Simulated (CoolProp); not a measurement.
Properties of toluene along the isotherm 620 K (Tc = 591.7 K, pc = 41.26 bar, ω = 0.266).

Computed with CoolProp (reference Helmholtz-energy equation of state, Lemmon 2006). It is a short technical equation, of lower accuracy than the large ones.

```
p (bar)          phase  speed of sound (m/s)  isothermal compressibility (1/MPa)
-------  -------------  --------------------  ----------------------------------
4.76               gas                 233.4                          (withheld)
9.52               gas                 224.8                               1.140
14.3               gas                 215.7                              0.7979
19                 gas                 206.3                              0.6357
23.8               gas                 196.0                              0.5433
28.6               gas                 185.0                              0.4907
33.3               gas                 173.5                              0.4648
38.1               gas                 160.9                              0.4610
42.9     supercritical                 147.4                              0.4845
47.6     supercritical            (withheld)                              0.5532
52.4     supercritical                 118.4                              0.7096
57.1     supercritical                 121.5                          (withheld)
61.9     supercritical                 150.6                              0.2237
```

Q: Complete the blanks.

A: 
- 4.76, isothermal compressibility (1/MPa): 2.183
- 47.6, speed of sound (m/s): 133.0
- 57.1, isothermal compressibility (1/MPa): 0.5274
